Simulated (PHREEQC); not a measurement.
**Brine (model solution)**

A solution holds 0.46 mol/kgw KCl and 0.17 mol/kgw NaHCO3, at 20 °C. Closed to the air; pH follows from the charge balance.

The numbers come from PHREEQC with the Pitzer model, pitzer.dat.

| Quantity | Value |
|---|---|
| pH | 7.94 |
| ionic strength | 0.633 mol/kgw |
| activity of water | 0.980 |
| specific conductance | 52000 µS/cm |
| density | 1.029 g/cm³ |
| osmotic coefficient | 0.897 |
| total alkalinity | 170 meq/kg |

| species | molality | activity | log γ |
|---|---|---|---|
| Cl- | 0.460 | 0.291 | -0.199 |
| K+ | 0.460 | 0.291 | -0.198 |
| Na+ | 0.170 | 0.114 | -0.174 |
| HCO3- | 0.165 | 0.105 | -0.196 |
| CO2 | 0.00269 | 0.00289 | 0.031 |
| CO3-2 | 0.00269 | 0.000375 | -0.857 |
| OH- | 8.67e-7 | 5.83e-7 | -0.172 |

This is a speciation only: nothing precipitates in the calculation.
